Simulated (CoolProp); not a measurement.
Properties of carbonyl sulfide along the isobar 0.101 MPa.

Computed with CoolProp (reference Helmholtz-energy equation of state, Lemmon 2006). It is a short technical equation, of lower accuracy than the large ones.

```tsv
T (K)	phase	Z	cp (kJ/(kg K))	isothermal compressibility (1/MPa)	expansivity (1/kK)	fugacity coefficient
194.5	liquid	0.003042	1.164	0.0009601	1.643	0.2134
203.3	liquid	0.002953	1.166	0.001058	1.691	0.3601
212.2	liquid	0.002873	1.172	0.001172	1.748	0.5807
221	liquid	0.002802	1.180	0.001302	1.812	0.8906
229.9	gas	0.9744	0.6544	10.17	4.732	0.9751
238.7	gas	0.9774	0.6591	10.14	4.508	0.9779
247.6	gas	0.9800	0.6647	10.11	4.307	0.9804
256.4	gas	0.9821	0.6707	10.08	4.128	0.9824
265.3	gas	0.9840	0.6770	10.06	3.965	0.9842
274.1	gas	0.9855	0.6834	10.05	3.817	0.9857
283	gas	0.9869	0.6899	10.03	3.680	0.9871
291.8	gas	0.9881	0.6964	10.02	3.555	0.9882
300.7	gas	0.9892	0.7029	10.01	3.438	0.9893
309.5	gas	0.9901	0.7092	10.00	3.331	0.9902
```
